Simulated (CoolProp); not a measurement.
Saturation properties of n-dodecane (Tc = 658.1 K, pc = 1.818 MPa, ω = 0.574).

The numbers come from the reference Helmholtz-energy equation of state, Lemmon 2004 in CoolProp. It is a short technical equation, of lower accuracy than the large ones.

```json
[
 {"T (K)": "441.8", "p (MPa)": "0.02794", "liquid cp (kJ/(kg K))": "2.765", "surface tension (mN/m)": "13.2", "liquid viscosity (µPa s)": "279", "liquid conductivity (mW/(m K))": "104"},
 {"T (K)": "453.6", "p (MPa)": "0.03968", "liquid cp (kJ/(kg K))": "2.814", "surface tension (mN/m)": "12.3", "liquid viscosity (µPa s)": "255", "liquid conductivity (mW/(m K))": "102"},
 {"T (K)": "465.5", "p (MPa)": "0.05526", "liquid cp (kJ/(kg K))": "2.863", "surface tension (mN/m)": "11.5", "liquid viscosity (µPa s)": "233", "liquid conductivity (mW/(m K))": "99.7"},
 {"T (K)": "477.4", "p (MPa)": "0.07540", "liquid cp (kJ/(kg K))": "2.913", "surface tension (mN/m)": "10.6", "liquid viscosity (µPa s)": "213", "liquid conductivity (mW/(m K))": "97.4"},
 {"T (K)": "489.2", "p (MPa)": "0.1007", "liquid cp (kJ/(kg K))": "2.963", "surface tension (mN/m)": "9.83", "liquid viscosity (µPa s)": "195", "liquid conductivity (mW/(m K))": "95.1"},
 {"T (K)": "501.1", "p (MPa)": "0.1327", "liquid cp (kJ/(kg K))": "3.014", "surface tension (mN/m)": "9.01", "liquid viscosity (µPa s)": "178", "liquid conductivity (mW/(m K))": "92.8"},
 {"T (K)": "512.9", "p (MPa)": "0.1717", "liquid cp (kJ/(kg K))": "3.066", "surface tension (mN/m)": "8.22", "liquid viscosity (µPa s)": "163", "liquid conductivity (mW/(m K))": "90.6"},
 {"T (K)": "524.8", "p (MPa)": "0.2196", "liquid cp (kJ/(kg K))": "3.119", "surface tension (mN/m)": "7.43", "liquid viscosity (µPa s)": "149", "liquid conductivity (mW/(m K))": "88.3"},
 {"T (K)": "536.6", "p (MPa)": "0.2767", "liquid cp (kJ/(kg K))": "3.174", "surface tension (mN/m)": "6.66", "liquid viscosity (µPa s)": "135", "liquid conductivity (mW/(m K))": "86.1"},
 {"T (K)": "548.5", "p (MPa)": "0.3453", "liquid cp (kJ/(kg K))": "3.231", "surface tension (mN/m)": "5.90", "liquid viscosity (µPa s)": "123", "liquid conductivity (mW/(m K))": "83.8"},
 {"T (K)": "560.4", "p (MPa)": "0.4265", "liquid cp (kJ/(kg K))": "3.292", "surface tension (mN/m)": "5.16", "liquid viscosity (µPa s)": "111", "liquid conductivity (mW/(m K))": "81.6"},
 {"T (K)": "572.2", "p (MPa)": "0.5208", "liquid cp (kJ/(kg K))": "3.357", "surface tension (mN/m)": "4.44", "liquid viscosity (µPa s)": "100", "liquid conductivity (mW/(m K))": "79.5"},
 {"T (K)": "584.1", "p (MPa)": "0.6315", "liquid cp (kJ/(kg K))": "3.431", "surface tension (mN/m)": "3.72", "liquid viscosity (µPa s)": "89.6", "liquid conductivity (mW/(m K))": "77.3"},
 {"T (K)": "595.9", "p (MPa)": "0.7586", "liquid cp (kJ/(kg K))": "3.515", "surface tension (mN/m)": "3.04", "liquid viscosity (µPa s)": "79.6", "liquid conductivity (mW/(m K))": "75.3"}
]
```

It boils at 489.4 K under 1 atm.

Viscosity comes from a separate model (Huber 2004). Thermal conductivity comes from a separate model (Huber 2004). Surface tension comes from a separate correlation (Mulero 2012).
